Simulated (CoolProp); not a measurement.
Vapour-liquid equilibrium of R22 (1) + cyclohexane (2) at 336.2 K; x and y are mole fractions of (1).

Model: multi-fluid Helmholtz-energy mixture model, Kamei 1995 and Zhou 2014; pair parameters Bell 2016, in CoolProp.

Give the bubble pressure and the first vapour's composition at x = 0.25, 0.45, 0.85. Is there an azeotrope?

x = 0.25: 0.9922 MPa, y = 0.938; x = 0.45: 1.439 MPa, y = 0.958; x = 0.85: 2.153 MPa, y = 0.982. No azeotrope shows between x = 0.05 and 0.95.

The pair parameters rest on a limited set of measurements; away from them the model extrapolates. The gap from Raoult's law changes sign with composition, which may be real or a fault of the pair parameters; it wasn't checked against measurements. With so large a gap from Raoult's law the liquid may split in two, which this calculation doesn't test in full.
